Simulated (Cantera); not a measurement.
Charge: 1 mol PbO, 0.15 mol O₂, 0.15 mol H₂, at 1 atm.

Method: chemical equilibrium by Gibbs-energy minimisation in Cantera with the NASA 1993 tables (ideal gas, pure condensed phases). Candidate condensed phases: H₂O, Pb, PbO, PbO₂, Pb₃O₄; 12 gas species. Gases not in the tables: (PbO)n polymers. The numbers say what is thermodynamically allowed, not how fast it happens.

log p: log10 of the partial pressure in bar; n: condensed amount in mol.

| T (K) | log p H₂O | log p O₂ | log p PbO | log p OH | log p Pb | log p HO₂ | n PbO(red) | n Pb₃O₄(s) | n PbO(yellow) | n PbO(l) |
|---|---|---|---|---|---|---|---|---|---|---|
| 648 | -0.14 | -0.54 | <-11 | -11.08 | <-11 | <-11 | 0.909 | 0.0302 | 0 | 0 |
| 698 | -0.17 | -0.47 | <-11 | -10.14 | <-11 | -11.46 | 1.00 | 0 | 0 | 0 |
| 748 | -0.17 | -0.47 | -11.43 | -9.33 | <-11 | -10.80 | 1.00 | 0 | 0 | 0 |
| 798 | -0.17 | -0.47 | -10.20 | -8.62 | <-11 | -10.22 | 0 | 0 | 1.00 | 0 |
| 848 | -0.17 | -0.47 | -9.12 | -7.99 | <-11 | -9.70 | 0 | 0 | 1.00 | 0 |
| 898 | -0.17 | -0.47 | ___ | ___ | <-11 | ___ | 0 | 0 | 1.00 | 0 |
| 948 | -0.17 | -0.47 | -7.31 | -6.94 | -11.94 | -8.84 | 0 | 0 | 1.00 | 0 |
| 998 | -0.17 | -0.47 | -6.55 | -6.49 | -10.82 | -8.47 | 0 | 0 | 1.00 | 0 |
| 1048 | -0.17 | -0.47 | ___ | ___ | ___ | ___ | 0 | 0 | 1.00 | 0 |
| 1098 | -0.17 | -0.47 | -5.23 | -5.72 | -8.91 | -7.84 | 0 | 0 | 1.000 | 0 |
| 1148 | -0.17 | -0.47 | -4.66 | -5.38 | -8.08 | -7.56 | 0 | 0 | 1.000 | 0 |
| 1198 | -0.17 | -0.47 | -4.18 | -5.07 | -7.36 | -7.31 | 0 | 0 | 0 | 1.000 |
| 1248 | -0.17 | -0.47 | -3.75 | -4.79 | -6.71 | -7.08 | 0 | 0 | 0 | 1.000 |
| 1298 | -0.17 | -0.47 | -3.36 | -4.52 | -6.12 | -6.86 | 0 | 0 | 0 | 1.000 |

Complete the blanks.


- 898, log p PbO: -8.16
- 898, log p OH: -7.44
- 898, log p HO₂: -9.25
- 1048, log p PbO: -5.86
- 1048, log p OH: -6.08
- 1048, log p Pb: -9.82
- 1048, log p HO₂: -8.14
